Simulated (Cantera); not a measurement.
Charge: 1 mol Si, 4.5 mol NF3, 31 mol H2, held at 1277 °C and 26.0 Pa.

Method: chemical equilibrium by Gibbs-energy minimisation in Cantera with the NASA 1993 tables (ideal gas, pure condensed phases). Candidate condensed phases: Si, Si3N4; 37 gas species. The tables' values for SiF3, SiF2 are old estimates; treat these amounts as uncertain. Equilibrium is a limit: real reactors are often held back by kinetics, nucleation or transport.

Base state: H2 0.669, HF 0.246, N2 0.0576, SiF4 0.0225, SiF3 0.00285, H 0.00160, SiF2 0.000189, SiHF3 4.24e-5 (mole fractions); condensed: gas only.

**Question.** What changes in the equilibrium state with this change: pressure from 26.0 Pa to 1.80 mbar?

**Answer.** 
| species | before | after |
|---|---|---|
| H2 | 0.669 | 0.671 |
| HF | 0.246 | 0.245 |
| N2 | 0.0576 | 0.0576 |
| SiF4 | 0.0225 | 0.0244 |
| SiF3 | 0.00285 | 0.00118 |
| SiF2 | 0.000189 | 3.01e-5 |
| H | 0.00160 | 0.000608 |
| SiHF3 | 4.24e-5 | 4.64e-5 |

**Question.** What changes in the equilibrium state with this change: temperature from 1277 °C to 1250 °C?

**Answer.** 
| species | before | after |
|---|---|---|
| H2 | 0.669 | 0.670 |
| HF | 0.246 | 0.246 |
| N2 | 0.0576 | 0.0576 |
| SiF4 | 0.0225 | 0.0233 |
| SiF2 | 0.000189 | 0.000104 |
| H | 0.00160 | 0.00117 |
| SiF3 | 0.00285 | 0.00211 |
| SiHF3 | 4.24e-5 | 3.68e-5 |
